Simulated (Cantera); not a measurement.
An adiabatic, constant-volume homogeneous reactor starts with CO : H₂ : CH₄ : O₂ : N₂ : CO₂ = 1 : 0.46 : 0.76 : 1.02 : 3.85 : 0.51 (molar parts), equivalence ratio 2.2, at 1300 K and 690000 Pa. Integrator tolerance rtol = 1e-08.

Cantera simulation using GRI-Mech 3.0 (53 species, 325 reactions); the numbers are that mechanism's predictions, not measurements.

Question: How do the results move with these cheaper or finer settings: rtol 1e-08 to 1e-06; rtol 1e-08 to 0.001; rtol 1e-08 to 0.01?

Answer: 
| setting | time of steepest temperature rise | temperature at 0.100 s | equilibrium temperature | x(CO) at 0.100 s | integrator steps |
|---|---|---|---|---|---|
| as above | 0.289 ms | 2614 K | 2614 K | 0.218 | 1992 |
| rtol 1e-08 to 1e-06 | 0.289 ms | 2614 K | 2614 K | 0.218 | 1268 |
| rtol 1e-08 to 0.001 | 0.289 ms | 2614 K | 2614 K | 0.218 | 594 |
| rtol 1e-08 to 0.01 | 0.252 ms | 2614 K | 2614 K | 0.218 | 457 |
